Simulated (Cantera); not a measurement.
Equilibrium for silicon nitride deposition: SiH₄ + NH₃

A closed system holds: 1 mol SiH₄, 0.18 mol NH₃, equilibrated at 1948 K and 15000 Pa.

Equilibrium computed with Cantera from the NASA thermochemical tables; the gas is ideal and each condensed phase is pure. Candidate condensed phases: Si, Si₃N₄; 18 gas species. Gases not in the tables: Si₂H₆ and higher silanes. The numbers say what is thermodynamically allowed, not how fast it happens.

* **x(H₂)**: 0.959
* **x(N₂)**: 0.0381
* **x(H)**: 0.00286
* **x(Si)**: 0.000155
* **x(SiH₂)**: 7.51e-5
* **x(SiH)**: 4.51e-5
* **x(Si₂N)**: 4.77e-6
* **x(SiN)**: 3.46e-6
* **x(Si₂)**: 1.41e-6
* **n(Si(l))**: 0.999 mol
* **gas amount**: 2.364 mol
